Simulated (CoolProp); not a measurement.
Normal hydrogen at 287.32 K and 0.168 MPa flows at 12 m/s in a round tube of 100 mm bore and 1.5 µm roughness, fully developed (64/Re and Nu = 3.66 if laminar; Colebrook and Gnielinski if turbulent). Each further row changes one setting.

Model: reference Helmholtz-energy equation of state, Leachman 2009, in CoolProp.

```tsv
case	Reynolds number	Darcy friction factor	pressure drop (Pa/m)	heat-transfer coefficient (W/(m² K))	mass flow (kg/h)
as stated	19600	0.0260	2.66	89.3	48.1
velocity 24 m/s	39200	0.0221	9.02	154	96.1
diameter 200 mm	39200	0.0221	1.13	76.7	192
```

Viscosity comes from a separate model (Muzny 2013). Thermal conductivity comes from a separate model (Assael 2011).
